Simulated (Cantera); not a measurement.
An adiabatic, constant-pressure homogeneous reactor starts with CH4 : O2 : N2 : H2O = 1 : 3.92 : 29.8 : 3.7 (molar parts), at 1625 K and 23.7 atm.

Cantera simulation using GRI-Mech 3.0 (53 species, 325 reactions); the numbers are that mechanism's predictions, not measurements. The pressure lies above the range GRI-Mech 3.0 was tuned for (to about 10 atm).

Question: Predict: time of steepest temperature rise; temperature at 2.00 s; equilibrium temperature; x(O2) at 2.00 s; x(H2O) at 2.00 s; x(H2) at 2.00 s; x(CO2) at 2.00 s.

Answer: 
| Property | Result |
|---|---|
| time of steepest temperature rise | 49.4 µs |
| temperature at 2.00 s | 2147 K |
| equilibrium temperature | 2147 K |
| x(O2) at 2.00 s | 0.0470 (gas-phase equilibrium 0.0470) |
| x(H2O) at 2.00 s | 0.147 (gas-phase equilibrium 0.147) |
| x(H2) at 2.00 s | 0.000113 (gas-phase equilibrium 0.000113) |
| x(CO2) at 2.00 s | 0.0259 (gas-phase equilibrium 0.0259) |
